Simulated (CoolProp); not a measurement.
Saturated liquid density (kg/m³) of carbon monoxide: the reference equation beside estimates from Tc = -140.3 °C, pc = 34.98 bar, ω = 0.050. Rackett uses Z = 0.29056 − 0.08775 ω.

The numbers come from the reference Helmholtz-energy equation of state, Lemmon 2006 in CoolProp. It is a short technical equation, of lower accuracy than the large ones.

| T (°C) | reference | Rackett | van der Waals | Soave-Redlich-Kwong | Peng-Robinson |
|---|---|---|---|---|---|
| -185.75 | 767.4 | 778.4 | 524.2 | 762.8 | 862.7 |
| -182.75 | 753.5 | 764.7 | [?] | 746.9 | 845.3 |
| -179.75 | 739.0 | 750.5 | 505.0 | [?] | [?] |
| -176.85 | 724.6 | 736.3 | 495.1 | 713.4 | 808.1 |
| -173.85 | 709.1 | 721.1 | 484.4 | 694.9 | 787.5 |
| -170.95 | 693.5 | 705.7 | [?] | [?] | 766.3 |
| -167.95 | 676.6 | 689.1 | 461.6 | 655.3 | 742.9 |
| -164.95 | 658.7 | 671.5 | 449.1 | 633.3 | 717.8 |
| -162.05 | 640.3 | 653.6 | 436.1 | 610.4 | 691.7 |
| -159.05 | 620.0 | 633.6 | 421.7 | 584.9 | 662.3 |
| -156.15 | 598.8 | 612.8 | 406.6 | 558.0 | 631.3 |
| -153.15 | 574.6 | 588.9 | 389.5 | 527.5 | 595.8 |
| -150.15 | 547.3 | 561.9 | 370.1 | 493.2 | 555.6 |
| -147.25 | 516.3 | 531.1 | 348.4 | 454.8 | 510.4 |

Problem. Complete the blanks.

Solution. 
- -182.75, van der Waals: 514.8
- -179.75, Soave-Redlich-Kwong: 730.3
- -179.75, Peng-Robinson: 826.9
- -170.95, van der Waals: 473.5
- -170.95, Soave-Redlich-Kwong: 676.1

Absolute difference from the reference over all 14 rows, mean and median: Rackett 2.0 and 1.9 %, van der Waals 31.9 and 31.8 %, Soave-Redlich-Kwong 4.5 and 3.5 %, Peng-Robinson 8.2 and 9.4 %.
